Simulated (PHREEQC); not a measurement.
Make-up at 41 °C: 0.21 mol/kgw KOH, 5.2e-05 mol/kgw CO2 and 0.041 mol/kgw K3PO4. Closed to the air; pH follows from the charge balance.

Equilibrium calculation in PHREEQC: ion-association model, phreeqc.dat.

```
quantity                   before     after
------------------------  -------  --------
pH                          12.64     10.87
ionic strength (mol/kgw)    0.452   0.00379
PO4-3 (mol/kgw)            0.0394   2.46e-5
HPO4-2 (mol/kgw)          0.00145  0.000383
HCO3- (mol/kgw)           6.52e-8   7.99e-8
```

### Question
What was changed between the two runs?
(A) temperature from 41 to 45 °C
(B) K3PO4 replaced by NaH2PO4 at the same molality
(C) temperature from 41 to 35 °C
(D) diluted 100-fold with water
(E) diluted 2-fold with water

### Answer
D, diluted 100-fold with water

This is a speciation only: nothing precipitates in the calculation. At this temperature some constants are extrapolated from 25 °C, and those without enthalpy data are left unchanged.
